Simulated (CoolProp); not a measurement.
Vapour pressure (kPa) of isopentane: the reference equation beside estimates from Tc = 187.2 °C, pc = 3378 kPa, ω = 0.227.

The numbers come from the reference Helmholtz-energy equation of state, Lemmon 2006 in CoolProp. It is a short technical equation, of lower accuracy than the large ones.

```csv
T (°C),reference,van der Waals,Redlich-Kwong
67.35,332.7,891.8,462.5
70.55,361.5,933.4,497.5
73.85,393.1,977.7,535.5
77.05,425.7,1022,574.3
80.25,460.3,1067,615.0
83.45,496.9,1114,657.6
86.65,535.7,1162,702.3
89.85,576.6,1211,749.1
93.15,621.3,1263,799.5
```

Absolute difference from the reference over all 9 rows, mean and median: van der Waals 133.5 and 131.8 %, Redlich-Kwong 33.7 and 33.6 %.
